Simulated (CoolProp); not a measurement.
Vapour-liquid equilibrium of R134a (1) + R141b (2) at 308.9 K; x and y are mole fractions of (1).

Values from CoolProp's multi-fluid Helmholtz-energy mixture model, Tillner-Roth 1994 and Lemmon 2006; pair parameters Bell 2016.

| x | bubble pressure (kPa) | y at the bubble point | dew pressure at overall composition x (kPa) | liquid density (mol/L) |
|---|---|---|---|---|
| 0.05 | 173.0 | 0.353 | 120.9 | 10.43 |
| 0.2 | [?] | [?] | 142.2 | 10.60 |
| 0.35 | 465.9 | 0.809 | [?] | 10.76 |
| 0.5 | 577.0 | 0.867 | [?] | 10.91 |
| 0.65 | 673.5 | [?] | 295.9 | 11.05 |
| 0.8 | 766.8 | [?] | 452.2 | 11.20 |
| 0.95 | [?] | 0.984 | 783.1 | 11.35 |

Question: Some entries are withheld; supply them.

Answer: 
- 0.2, bubble pressure (kPa): 332.1
- 0.2, y at the bubble point: 0.696
- 0.35, dew pressure at overall composition x (kPa): 172.2
- 0.5, dew pressure at overall composition x (kPa): 218.0
- 0.65, y at the bubble point: 0.908
- 0.8, y at the bubble point: 0.944
- 0.95, bubble pressure (kPa): 868.1

No azeotrope shows between x = 0.05 and 0.95.

The pair parameters rest on a limited set of measurements; away from them the model extrapolates.
